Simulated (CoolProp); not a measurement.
Properties of n-undecane at several states.

The numbers come from the reference Helmholtz-energy equation of state, Aleksandrov 2011 in CoolProp. It is a short technical equation, of lower accuracy than the large ones.

```csv
T (°C),p (kPa),phase,cv (kJ/(kg K)),Joule-Thomson coefficient (K/MPa)
81.85,13.2,liquid,2.018,-0.3617
281.55,12.3,gas,2.649,13.54
136.75,723,liquid,2.237,-0.2879
117.25,433,liquid,2.159,-0.3160
36.35,3340,liquid,1.843,-0.4164
```
